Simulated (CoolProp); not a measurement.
Saturation properties of R1234ze(Z).

Model: reference Helmholtz-energy equation of state, Akasaka 2019, in CoolProp.

```
T (K)  p (MPa)  liquid density (kg/m³)  vapour density (kg/m³)  liquid cp (kJ/(kg K))
-----  -------  ----------------------  ----------------------  ---------------------
305.5   0.2272                    1205                   11.16                  1.297
312.1   0.2806                    1186                   13.69                  1.317
318.7   0.3431                    1167                   16.65                  1.339
325.3   0.4158                    1148                   20.12                  1.362
331.9   0.4997                    1128                   24.16                  1.386
338.5   0.5959                    1107                   28.85                  1.412
345.1   0.7055                    1085                   34.31                  1.441
351.7   0.8298                    1063                   40.64                  1.473
358.3   0.9698                    1039                   47.99                  1.509
364.9    1.127                    1014                   56.54                  1.549
371.5    1.303                   987.4                   66.54                  1.598
378.1    1.499                   959.0                   78.30                  1.657
384.7    1.716                   928.3                   92.25                  1.731
391.3    1.956                   894.5                   109.0                  1.830
```

It boils at 282.9 K under 1 atm.
